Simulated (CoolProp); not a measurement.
Vapour-liquid equilibrium of R22 (1) + methanol (2) at 387 kPa; x and y are mole fractions of (1).

Computed with CoolProp (multi-fluid Helmholtz-energy mixture model, Kamei 1995 and de Reuck 1993; pair parameters Bell 2016).

```
x      bubble temperature (°C)  y at the bubble point  dew temperature at overall composition x (°C)  liquid density (mol/L)
-----  -----------------------  ---------------------  ---------------------------------------------  ----------------------
0.05                      76.9                  0.585                                          101.2                   22.33
0.125                     48.9                  0.868                                           98.5                   22.29
0.2                       33.0                  0.940                                           95.7                   21.91
0.275                     23.1                  0.965                                           92.7                   21.36
0.35                      16.5                  0.977                                           89.5                   20.75
0.425                     11.7                  0.984                                           85.9                   20.11
0.5                        8.0                  0.988                                           82.0                   19.45
0.575                      5.0                  0.990                                           77.5                   18.79
0.65                       2.5                  0.993                                           72.3                   18.13
0.725                      0.3                  0.994                                           66.2                   17.48
0.8                       -1.8                  0.996                                           58.4                   16.83
0.875                     -3.9                  0.997                                           47.8                   16.18
0.95                      -6.0                  0.999                                           29.5                   15.54
```

No azeotrope shows between x = 0.05 and 0.95.

The pair parameters rest on a limited set of measurements; away from them the model extrapolates.
